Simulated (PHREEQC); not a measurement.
Dissolve 0.024 mol/kgw KNO3, 0.00047 mol/kgw LiNO3 and 0.022 mol/kgw Li2CO3 at 20 °C. Closed to the air; pH follows from the charge balance.

Computed with PHREEQC (ion-association model, wateq4f.dat).

```yaml
pH: 11.22
ionic_strength: 0.0890 mol/kgw
total_alkalinity: 44.0 meq/kg
```

| species | molality | activity | log γ |
|---|---|---|---|
| Li+ | 0.0445 | 0.0357 | -0.095 |
| NO3- | 0.0245 | 0.0187 | -0.117 |
| K+ | 0.0240 | 0.0186 | -0.111 |
| CO3-2 | 0.0205 | 0.00827 | -0.395 |
| OH- | 0.00147 | 0.00113 | -0.112 |
| HCO3- | 0.00147 | 0.00117 | -0.099 |
| CO2 | 1.65e-8 | 1.69e-8 | 0.009 |

Precipitation was switched off in this run.
